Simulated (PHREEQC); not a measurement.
Model water analysis in mmol/kgw, 5 °C, pH 2.85, pe 9:

```
constituent  mmol/kgw
-----------  --------
Na                2.6
K            0.000963
Ca               4.13
Mg               2.72
Cl               5.88
S(6)             7.03
N(5)          0.00455
Fe(3)           0.519
```

Valence states are taken as typed.

Model: ion-association model, wateq4f.dat, run in PHREEQC.

This is a speciation only: nothing precipitates in the calculation.

Problem. Order these Fe species by the share of Fe that they hold, largest first: FeSO4+, Fe(SO4)2-, FeOH+2, Fe(OH)2+, Fe+3.

Solution. FeSO4+ (75 %), Fe+3 (11 %), FeOH+2 (8.1 %), Fe(SO4)2- (4.2 %), Fe(OH)2+ (0.54 %)

The pH is 2.85 and the ionic strength 0.0268 mol/kgw. Examples of supersaturated solids here: Hematite (slow to form), Goethite (slow to form). Others may be too. At this temperature some constants are extrapolated from 25 °C, and those without enthalpy data are left unchanged.
